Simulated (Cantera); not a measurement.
Mixture: CH4 : H2 : O2 : N2 = 1 : 0.85 : 1.52 : 5.7 (molar parts), at 1.10 bar, adiabatic and at constant volume. Ignition delay is the time to a rise of 400 K.

Cantera simulation using GRI-Mech 3.0 (53 species, 325 reactions); the numbers are that mechanism's predictions, not measurements.

Question: What does this change do: pressure from 1.10 bar to 5.00 bar?

Answer: 
```json
[
 {"quantity": "delay at 1125 K", "before": "2.46 ms", "after": "0.780 ms"},
 {"quantity": "delay at 1275 K", "before": "0.690 ms", "after": "0.195 ms"},
 {"quantity": "delay at 1425 K", "before": "0.238 ms", "after": "70.8 µs"},
 {"quantity": "delay at 1575 K", "before": "0.100 ms", "after": "29.0 µs"},
 {"quantity": "delay at 1725 K", "before": "49.0 µs", "after": "13.3 µs"},
 {"quantity": "apparent activation energy between 1575 and 1725 K", "before": "110 kJ/mol", "after": "120 kJ/mol"}
]
```

Question: What does this change do: pressure from 1.10 bar to 0.330 bar?

Answer: 
```json
[
 {"quantity": "delay at 1125 K", "before": "2.46 ms", "after": "6.45 ms"},
 {"quantity": "delay at 1275 K", "before": "0.690 ms", "after": "1.74 ms"},
 {"quantity": "delay at 1425 K", "before": "0.238 ms", "after": "0.635 ms"},
 {"quantity": "delay at 1575 K", "before": "0.100 ms", "after": "0.289 ms"},
 {"quantity": "delay at 1725 K", "before": "49.0 µs", "after": "0.149 ms"},
 {"quantity": "apparent activation energy between 1575 and 1725 K", "before": "110 kJ/mol", "after": "99 kJ/mol"}
]
```
